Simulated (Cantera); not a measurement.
Input: 1 mol Pb, 0.1 mol O₂, 47 mol H₂, held at 1448.15 K and 11.0 Pa.

Method: chemical equilibrium by Gibbs-energy minimisation in Cantera with the NASA 1993 tables (ideal gas, pure condensed phases). Candidate condensed phases: H₂O, Pb, PbO, PbO₂, Pb₃O₄; 12 gas species. Rates play no part.

Base state: H₂ 0.974, Pb 0.0208, H₂O 0.00416, H 0.000869 (mole fractions); condensed: gas only.

Problem. What changes in the equilibrium state with this change: 0.23 mol NH₃ added?

Solution. 
```tsv
species	before	after
H₂	0.974	0.972
Pb	0.0208	0.0206
H₂O	0.00416	0.00413
N₂	0	0.00237
H	0.000869	0.000868
```

Problem. What changes in the equilibrium state with this change: O₂ from 0.1 to 0.75 mol?

Solution. 
| species | before | after |
|---|---|---|
| H₂ | 0.974 | 0.947 |
| H₂O | 0.00416 | 0.0312 |
| Pb | 0.0208 | 0.0208 |
| H | 0.000869 | 0.000857 |
